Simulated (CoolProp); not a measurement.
Vapour-liquid equilibrium of ethanol (1) + isohexane (2) at 159.65 °C; x and y are mole fractions of (1).

Computed with CoolProp (multi-fluid Helmholtz-energy mixture model, Schroeder 2014 and Lemmon 2006; pair parameters Bell 2016).

**Question.** Give the bubble pressure and the first vapour's composition at x = 0.15, 0.75, 0.95. Is there an azeotrope?

**Answer.** x = 0.15: 14.07 bar, y = 0.278; x = 0.75: 15.92 bar, y = 0.661; x = 0.95: 13.58 bar, y = 0.889. y crosses x between x = 0.45 and 0.55: the model has an azeotrope there.

Pair parameters are fitted to limited data, so mixtures are less certain than the pure fluids.
